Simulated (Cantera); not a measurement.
Charge: 1 mol TiO2, 33 mol H2, at 1902 °C.

Equilibrium computed with Cantera from the NASA thermochemical tables; the gas is ideal and each condensed phase is pure. Candidate condensed phases: H2O, Ti, TiO, TiO2, Ti2O3, Ti3O5, Ti4O7; 12 gas species. The numbers say what is thermodynamically allowed, not how fast it happens.

x: gas mole fraction; n: condensed amount in mol.

| P (Pa) | x H2 | x H | x TiO | x H2O | x TiO2 | n Ti3O5(l) |
|---|---|---|---|---|---|---|
| 10 | 0.589 | 0.375 | 0.0128 | 0.0115 | 0.0110 | 0 |
| 52 | 0.793 | 0.191 | 0.00333 | 0.0103 | 0.00190 | 0.269 |
| 270 | 0.900 | … | … | 0.00987 | … | 0.321 |
| 1400 | 0.950 | 0.0402 | 0.000143 | 0.00991 | 6.55e-5 | 0.331 |
| 7200 | 0.972 | 0.0179 | 2.81e-5 | 0.01000 | 1.27e-5 | 0.333 |
| 37000 | 0.982 | 0.00795 | 5.49e-6 | 0.0101 | 2.46e-6 | 0.333 |
| 190000 | 0.986 | … | … | 0.0101 | … | 0.333 |
| 1000000 | 0.988 | 0.00153 | 2.03e-7 | 0.0101 | 9.11e-8 | 0.333 |

**Question.** Some entries are withheld; supply them.

**Answer.** 
- 270, x H: 0.0891
- 270, x TiO: 0.000718
- 270, x TiO2: 0.000345
- 190000, x H: 0.00352
- 190000, x TiO: 1.07e-6
- 190000, x TiO2: 4.79e-7
